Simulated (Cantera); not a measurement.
Gas mixture: 37.9 % N₂O, 62.1 % NO, at 0.370 bar, frozen composition.

Cantera's kinetic-theory transport with the Lennard-Jones parameters of GRI-Mech 3.0, ideal gas; thermal conductivity in the mixture-averaged form. The composition is frozen, though it would react at the higher temperatures.

D: mixture-averaged diffusion coefficient of that species in the mixture.

```csv
T (K),ρ (kg/m³),cp (J/kg/K),μ (µPa s),λ (mW/m/K),Pr,D (cm²/s) OH,D (cm²/s) H,D (cm²/s) NH₃
400,0.393,985.2,21.5,29.6,0.716,1.29,5.13,(withheld)
550,0.286,1049,27.4,40.0,0.719,2.23,8.98,(withheld)
700,0.224,1106,32.6,50.0,0.722,3.36,13.6,(withheld)
850,0.185,1154,37.4,59.4,0.726,4.66,18.9,(withheld)
1000,0.157,1190,41.8,68.4,0.727,6.11,24.9,(withheld)
1150,0.137,1215,45.9,76.9,0.726,7.72,31.5,(withheld)
1300,0.121,1237,49.8,85.0,0.725,9.46,38.7,(withheld)
1450,0.108,1256,53.5,92.7,0.725,11.3,46.4,(withheld)
```

Complete the blanks.


- 400, D (cm²/s) NH₃: 0.916
- 550, D (cm²/s) NH₃: 1.66
- 700, D (cm²/s) NH₃: 2.58
- 850, D (cm²/s) NH₃: 3.65
- 1000, D (cm²/s) NH₃: 4.85
- 1150, D (cm²/s) NH₃: 6.18
- 1300, D (cm²/s) NH₃: 7.63
- 1450, D (cm²/s) NH₃: 9.19
